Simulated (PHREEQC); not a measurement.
## Brine (model solution)

A solution holds 0.53 mol MgSO4 per kg of water, at 62 °C. Closed to the air; pH follows from the charge balance.

All values are PHREEQC results (Pitzer model, pitzer.dat), not measurements.

Precipitation was switched off in this run.

Problem. Predict the activity of water.

Solution. activity of water 0.991.

At this temperature some constants are extrapolated from 25 °C, and those without enthalpy data are left unchanged.
